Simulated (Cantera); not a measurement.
A closed system holds: 1 mol Si, 0.042 mol Cl2, 5.3 mol N2, 0.28 mol H2O, at 973 K and 0.100 bar.

Equilibrium computed with Cantera from the NASA thermochemical tables; the gas is ideal and each condensed phase is pure. Candidate condensed phases: H2O, NH4Cl, Si, SiO2, Si2N2O, Si3N4; 47 gas species. N2 is the only nitrogen source here; it is nearly inert below about 1500 K, so the nitride shown seldom forms there in practice. Rates play no part.

Base state: N2 0.936, H2 0.0472, HCl 0.0166 (mole fractions); condensed: Si2N2O(s) + Si3N4(s).

Task: What changes in the equilibrium state with this change: Si replaced by Fe2O3?

Result: 
```tsv
species	before	after
N2	0.936	0.939
H2O	<1e-9	0.0422
HCl	0.0166	0.0148
H2	0.0472	<1e-9
O2	<1e-9	0.00370
Cl2	<1e-9	4.11e-5
Si2N2O(s), mol	0.280	0
Si3N4(s), mol	0.147	0
Fe2O3(s), mol	0	1.00
```
Further candidate phases: Fe, FeCl2, FeCl3, FeO, Fe(OH)2, Fe(OH)3, Fe2O3, Fe3O4.

Task: What changes in the equilibrium state with this change: Cl2 from 0.042 to 0.032 mol?

Result: 
| species | before | after |
|---|---|---|
| N2 | 0.936 | 0.938 |
| H2 | 0.0472 | 0.0492 |
| HCl | 0.0166 | 0.0127 |
| Si2N2O(s), mol | 0.280 | 0.280 |
| Si3N4(s), mol | 0.147 | 0.147 |

Task: What changes in the equilibrium state with this change: N2 from 5.3 to 0.53 mol?

Result: 
| species | before | after |
|---|---|---|
| H2 | 0.0472 | 0.914 |
| SiCl4 | 5.59e-6 | 0.0510 |
| SiHCl3 | 8.91e-8 | 0.0191 |
| N2 | 0.936 | <1e-9 |
| HCl | 0.0166 | 0.0137 |
| SiH2Cl2 | <1e-9 | 0.000745 |
| SiCl2 | 1.28e-9 | 0.000332 |
| SiCl3 | 1.58e-8 | 0.000768 |
| Si2N2O(s), mol | 0.280 | 0.280 |
| Si3N4(s), mol | 0.147 | 0.125 |
| Si(s), mol | 0 | 0.0434 |
The tables' values for SiCl3 are old estimates; treat these amounts as uncertain.
